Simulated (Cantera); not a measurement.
Cantera run:

```python
import numpy as np
import cantera as ct

gas_names = """
    H HI H2 I I2
""".split()
cond_names = """
    I2(cr) I2(L)
""".split()


# ... load() reads the species with a 1 bar reference pressure and builds the phases ...
atoms = {
    'HI': {'H': 1, 'I': 1},
    'H2': {'H': 2},
}
top_T = {}  # K; cautious upper limits of use, not melting points


# ... equilibrate(T, P, feed) seeds the gas with the atoms and calls Mixture.equilibrate('TP', solver="vcs", rtol=1e-11, max_steps=5000) ...
results = []
feed = {'HI': 1, 'H2': 0.15}  # mol
P = 12000  # Pa
for T in [848, 923, 998, 1073, 1148, 1223, 1298, 1373, 1448, 1523, 1598]:
    mix = equilibrate(T, P, feed)
    results.append((T, P, feed, dict(zip(mix.species_names, mix.species_moles))))
    x = sorted(zip(gas.X, gas.species_names), reverse=True)
    print(f"T = {T:g} K  P = {P:g} Pa  gas = {mix.phase_moles(0):.4g} mol")
    print("   x: " + "  ".join(f"{s} {v:.3e}" for v, s in x if v > 1e-05))
    print("   condensed (mol): " + ("  ".join(f"{mix.phase(i).name} {mix.phase_moles(i):.4g}"
          for i in range(1, mix.n_phases) if mix.phase_moles(i) > 1e-12) or "none"))
```

Output:

```
T = 848 K  P = 12000 Pa  gas = 1.155 mol
   x: HI 7.235e-01  H2 2.012e-01  I2 6.735e-02  I 7.942e-03
   condensed (mol): none
T = 923 K  P = 12000 Pa  gas = 1.161 mol
   x: HI 7.002e-01  H2 2.096e-01  I2 7.056e-02  I 1.968e-02
   condensed (mol): none
T = 998 K  P = 12000 Pa  gas = 1.174 mol
   x: HI 6.691e-01  H2 2.189e-01  I2 7.033e-02  I 4.171e-02
   condensed (mol): none
T = 1073 K  P = 12000 Pa  gas = 1.196 mol
   x: HI 6.269e-01  H2 2.299e-01  I 7.724e-02  I2 6.591e-02
   condensed (mol): none
T = 1148 K  P = 12000 Pa  gas = 1.228 mol
   x: HI 5.725e-01  H2 2.431e-01  I 1.269e-01  I2 5.749e-02
   condensed (mol): none
T = 1223 K  P = 12000 Pa  gas = 1.269 mol
   x: HI 5.077e-01  H2 2.584e-01  I 1.874e-01  I2 4.648e-02
   condensed (mol): none
T = 1298 K  P = 12000 Pa  gas = 1.316 mol
   x: HI 4.373e-01  H2 2.752e-01  I 2.525e-01  I2 3.502e-02
   condensed (mol): none
T = 1373 K  P = 12000 Pa  gas = 1.365 mol
   x: HI 3.672e-01  I 3.154e-01  H2 2.925e-01  I2 2.494e-02
   condensed (mol): none
T = 1448 K  P = 12000 Pa  gas = 1.412 mol
   x: I 3.713e-01  H2 3.090e-01  HI 3.026e-01  I2 1.710e-02  H 1.479e-05
   condensed (mol): none
T = 1523 K  P = 12000 Pa  gas = 1.454 mol
   x: I 4.181e-01  H2 3.237e-01  HI 2.466e-01  I2 1.148e-02  H 3.796e-05
   condensed (mol): none
T = 1598 K  P = 12000 Pa  gas = 1.49 mol
   x: I 4.559e-01  H2 3.363e-01  HI 2.001e-01  I2 7.670e-03  H 8.910e-05
   condensed (mol): none
```

These are equilibrium values from Cantera (NASA tables, ideal gas, pure condensed phases), not measurements of a reactor.
